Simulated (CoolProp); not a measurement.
Vapour-liquid equilibrium of R143a (1) + dimethyl ether (2) at -55.95 °C; x and y are mole fractions of (1).

Model: multi-fluid Helmholtz-energy mixture model, Lemmon and Jacobsen 2000 and Wu 2011; pair parameters Bell 2016, in CoolProp.

Problem. Give the bubble pressure and the first vapour's composition at x = 0.05, 0.35, 0.95. Is there an azeotrope?

Solution. x = 0.05: 0.02373 MPa, y = 0.167; x = 0.35: 0.03903 MPa, y = 0.640; x = 0.95: 0.06376 MPa, y = 0.979. No azeotrope shows between x = 0.05 and 0.95.

The pair parameters rest on a limited set of measurements; away from them the model extrapolates.
